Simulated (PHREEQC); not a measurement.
2.2 g of hydrous ferric oxide (600 m²/g; 0.2 weak and 0.005 strong sites per Fe, Dzombak-Morel constants, diffuse double layer) in 1 kg of water with 0.05 mol/kgw of an inert sodium salt, at 25 °C; the pH is set by adding NaOH or the inert anion's acid. O2 is buffered at 0.21 atm. The system is closed to CO2. Precipitation was switched off in this run.

Equilibrium calculation in PHREEQC: ion-association model, wateq4f.dat.

```
pH    surface charge σ (C/m²)  surface potential ψ (mV)
----  -----------------------  ------------------------
4                       0.295                       159
4.75                    0.210                       142
5.5                       [?]                       118
6.25                    0.072                       [?]
7                       0.034                       [?]
7.75                      [?]                        18
8.5                       [?]                       -20
9.25                   -0.035                       -57
10                     -0.074                       -90
```

**Question.** Some entries are withheld; supply them.

**Answer.** 
- 5.5, surface charge σ (C/m²): 0.131
- 6.25, surface potential ψ (mV): 89
- 7, surface potential ψ (mV): 56
- 7.75, surface charge σ (C/m²): 0.010
- 8.5, surface charge σ (C/m²): -0.010

Species that the database lacks are ignored.
